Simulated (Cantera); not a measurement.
Source: NASA polynomial tables (part measured, part estimated), evaluated in Cantera. Values are per mole of reaction as written; species without (g) are pure solids or liquids, kept so even where they would boil at 1 bar.

4 NO(g) → O₂(g) + 2 N₂O(g)

```csv
T (K),ΔH° (kJ),ΔS° (J/K),ΔG° (kJ),log10 K
1200,…,…,…,…
1350,-196.1,-193.5,65.2,-2.52
1500,…,…,…,…
1650,-192.6,-191.2,122.9,-3.89
1800,-190.7,-190.1,151.4,-4.39
1950,…,…,…,…
2100,-186.7,-188.1,208.2,-5.18
2250,…,…,…,…
```

Question: Complete the blanks.

Answer: 
- 1200, ΔH° (kJ): -197.7
- 1200, ΔS° (J/K): -194.8
- 1200, ΔG° (kJ): 36.0
- 1200, log10 K: -1.57
- 1500, ΔH° (kJ): -194.4
- 1500, ΔS° (J/K): -192.3
- 1500, ΔG° (kJ): 94.1
- 1500, log10 K: -3.28
- 1950, ΔH° (kJ): -188.8
- 1950, ΔS° (J/K): -189.1
- 1950, ΔG° (kJ): 179.9
- 1950, log10 K: -4.82
- 2250, ΔH° (kJ): -184.6
- 2250, ΔS° (J/K): -187.1
- 2250, ΔG° (kJ): 236.3
- 2250, log10 K: -5.49
